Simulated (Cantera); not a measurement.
Input (Python, Cantera) and output of one run.

```python
import numpy as np
import cantera as ct

gas_names = """
    CL CL2 H HCL H2 Si SiCL SiCL2 SiCL3 SiCL4 SiH SiHCL3 SiH2 SiH2CL2 SiH3 SiH3CL SiH4 Si2 Si3
""".split()
cond_names = """
    Si(cr) Si(L)
""".split()


# ... load() reads the species with a 1 bar reference pressure and builds the phases ...
atoms = {
    'Si': {'Si': 1},
    'HCl': {'H': 1, 'CL': 1},
    'H2': {'H': 2},
}
top_T = {}  # K; cautious upper limits of use, not melting points


# ... equilibrate(T, P, feed) seeds the gas with the atoms and calls Mixture.equilibrate('TP', solver="vcs", rtol=1e-11, max_steps=5000) ...
results = []
feed = {'Si': 1, 'HCl': 2.7, 'H2': 0.24}  # mol
P = 1600000  # Pa
for T in [823, 873, 923, 973, 1023, 1073, 1123, 1173, 1223, 1273]:
    mix = equilibrate(T, P, feed)
    results.append((T, P, feed, dict(zip(mix.species_names, mix.species_moles))))

top = {s: max(r[3][s] / sum(r[3][g] for g in gas_names) for r in results) for s in gas_names}
cols = sorted((s for s in top if top[s] > 1e-05), key=lambda s: -top[s])[:9]
seen = [c for c in cond_names if any(r[3].get(c, 0) > 1e-12 for r in results)]
print("log10 of partial pressures in bar; condensed amounts in mol")
print(f"{'T/K':>10s}" + "".join(f"{s[:9]:>10s}" for s in cols + seen))
for T, P, feed, n in results:
    ng = sum(n[g] for g in gas_names)
    print(f"{T:10.4g}" + "".join(f"{np.log10(max(n[s] / ng * P / 1e5, 1e-99)):10.3f}" for s in cols)
          + "".join(f"{n.get(c, 0):10.4g}" for c in seen))
```

Output:

```
log10 of partial pressures in bar; condensed amounts in mol
       T/K        H2     SiCL4    SiHCL3       HCL   SiH2CL2     SiCL3     SiCL2    SiH3CL    Si(cr)
       823     1.012     0.474     0.406    -1.839    -0.737    -3.063    -4.648    -2.511    0.2265
       873     1.012     0.477     0.399    -1.580    -0.719    -2.680    -4.068    -2.456    0.2276
       923     1.011     0.479     0.392    -1.350    -0.704    -2.340    -3.553    -2.408    0.2289
       973     1.011     0.481     0.385    -1.144    -0.691    -2.035    -3.093    -2.366    0.2304
      1023     1.010     0.481     0.378    -0.959    -0.681    -1.761    -2.679    -2.329    0.2322
      1073     1.009     0.481     0.371    -0.792    -0.672    -1.514    -2.305    -2.296    0.2343
      1123     1.007     0.479     0.362    -0.642    -0.666    -1.291    -1.966    -2.268    0.2365
      1173     1.005     0.475     0.353    -0.505    -0.663    -1.088    -1.658    -2.244     0.239
      1223     1.002     0.469     0.341    -0.380    -0.662    -0.905    -1.377    -2.224    0.2413
      1273     0.999     0.460     0.328    -0.268    -0.663    -0.739    -1.121    -2.208    0.2432
```

Equilibrium computed with Cantera from the NASA thermochemical tables; the gas is ideal and each condensed phase is pure. The tables' values for SiCl3 are old estimates; treat these amounts as uncertain.
